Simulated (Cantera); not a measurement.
## Adiabatic ignition

An adiabatic, constant-volume homogeneous reactor starts with 5.30 % CH4, 25.8 % O2, 68.9 % N2, equivalence ratio 0.41, at 1100 K and 14.0 bar.

Cantera simulation using GRI-Mech 3.0 (53 species, 325 reactions); the numbers are that mechanism's predictions, not measurements. The pressure lies above the range GRI-Mech 3.0 was tuned for (to about 10 atm).

```
t (s)     T (K)  P (bar)   x CH4   x O2    x NO       x O    x HO2   x C2H
--------  -----  -------  ------  -----  ------  --------  -------  ------
6.00e-6    1100     14.0  0.0530  0.258  <1e-12  1.51e-12  6.67e-9  <1e-12
1.91e-5    1100     14.0  0.0530  0.258  <1e-12  4.99e-12  2.11e-8  <1e-12
6.07e-5    1100     14.0  0.0530  0.258  <1e-12  1.74e-11  6.62e-8  <1e-12
0.000193   1100     14.0  0.0530  0.258  <1e-12  7.32e-11  2.04e-7  <1e-12
0.000614   1100     14.0  0.0530  0.258  <1e-12  3.42e-10  6.24e-7  <1e-12
0.00195    1101     14.0  0.0529  0.258  <1e-12  8.41e-10  1.77e-6  <1e-12
0.00621    1120     14.3  0.0509  0.257  <1e-12   1.99e-8  2.54e-5  <1e-12
0.0198     2430     31.0  <1e-12  0.143  0.0153  0.000694  2.13e-5  <1e-12
0.0629     2429     31.0  <1e-12  0.143  0.0156  0.000692  2.13e-5  <1e-12
0.200      2429     31.0  <1e-12  0.143  0.0156  0.000692  2.13e-5  <1e-12
```
x: mole fraction; the columns are a selection and need not sum to one.

The time of steepest temperature rise is 7.03 ms, the temperature at 0.200 s comes out as 2429 K and the equilibrium temperature is 2429 K. The x(CH4) at 0.200 s is <1e-12 (gas-phase equilibrium <1e-12). The x(O2) at 0.200 s is 0.143 (gas-phase equilibrium 0.143) and the x(NO) at 0.200 s is 0.0156 (gas-phase equilibrium 0.0156).
